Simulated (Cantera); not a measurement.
Mixture: H2 : O2 : N2 = 1 : 0.333 : 1.25 (molar parts), at 20.7 atm, adiabatic and at constant pressure. Ignition delay is the time to a rise of 400 K.

Model: the H2/O2 subset of GRI-Mech 3.0, which has no nitrogen chemistry, integrated in Cantera. The hydrogen kinetics of GRI-Mech 3.0 are dated; newer H2 mechanisms differ, most at raised pressure. The pressure lies above the range GRI-Mech 3.0 was tuned for (to about 10 atm).

Question: What does this change do: N2 1.25 to 3.5 parts?

Answer: 
```tsv
quantity	before	after
delay at 1050 K	1.74 ms	2.88 ms
delay at 1250 K	39.1 µs	59.5 µs
delay at 1450 K	1.25 µs	2.33 µs
delay at 1650 K	0.463 µs	0.968 µs
delay at 1850 K	0.275 µs	0.637 µs
```
Where the delays flatten at high temperature, the 400 K rule measures the pace of heat release, not the induction time.
